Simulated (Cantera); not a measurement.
An adiabatic, constant-volume homogeneous reactor starts with CO : H₂ : CH₄ : O₂ : N₂ = 1 : 0.43 : 0.18 : 1.43 : 5.39 (molar parts), equivalence ratio 0.75, at 1675 K and 270000 Pa. Integrator tolerance rtol = 1e-08.

Detailed kinetics in Cantera: GRI-Mech 3.0 (53 species, 325 reactions).

Task: What does this change do: N2 5.39 to 11 parts?

Result: 
| quantity | before | after |
|---|---|---|
| time of steepest temperature rise | 8.12 µs | 13.5 µs |
| temperature at 0.300 s | 2942 K | 2668 K |
| equilibrium temperature | 2942 K | 2668 K |
| x(CO) at 0.300 s | 0.0517 (gas-phase equilibrium 0.0517) | 0.0176 (gas-phase equilibrium 0.0176) |
| x(H₂) at 0.300 s | 0.00596 (gas-phase equilibrium 0.00596) | 0.00198 (gas-phase equilibrium 0.00198) |
| x(CH₄) at 0.300 s | <1e-12 (gas-phase equilibrium <1e-12) | <1e-12 (gas-phase equilibrium <1e-12) |
| x(OH) at 0.300 s | 0.0203 (gas-phase equilibrium 0.0203) | 0.00723 (gas-phase equilibrium 0.00723) |
| x(H₂O₂) at 0.300 s | 6.21e-7 (gas-phase equilibrium 6.21e-7) | 1.75e-7 (gas-phase equilibrium 1.75e-7) |
| x(H₂O) at 0.300 s | 0.0795 (gas-phase equilibrium 0.0795) | 0.0523 (gas-phase equilibrium 0.0523) |
